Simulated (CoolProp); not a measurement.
Vapour-liquid equilibrium of propane (1) + R152A (2) at 315.3 K; x and y are mole fractions of (1).

Computed with CoolProp (multi-fluid Helmholtz-energy mixture model, Lemmon 2009 and Outcalt 1996; pair parameters Bell 2016).

```csv
x,bubble pressure (MPa),y at the bubble point,dew pressure at overall composition x (MPa),liquid density (mol/L)
0.05,1.080,0.130,1.006,12.70
0.125,1.226,0.265,1.076,12.37
0.2,1.340,0.359,1.153,12.06
0.275,1.428,0.430,1.238,11.76
0.35,1.496,0.487,1.329,11.50
0.425,1.546,0.535,1.422,11.25
0.5,1.583,0.579,1.511,11.04
0.575,1.608,0.622,1.580,10.86
0.65,1.622,0.665,1.618,10.72
0.725,1.622,0.713,1.620,10.61
0.8,1.607,0.768,1.591,10.54
0.875,1.570,0.835,1.542,10.51
0.95,1.504,0.923,1.482,10.50
```

y crosses x between x = 0.65 and 0.725: the model has an azeotrope there.

Pair parameters are fitted to limited data, so mixtures are less certain than the pure fluids.
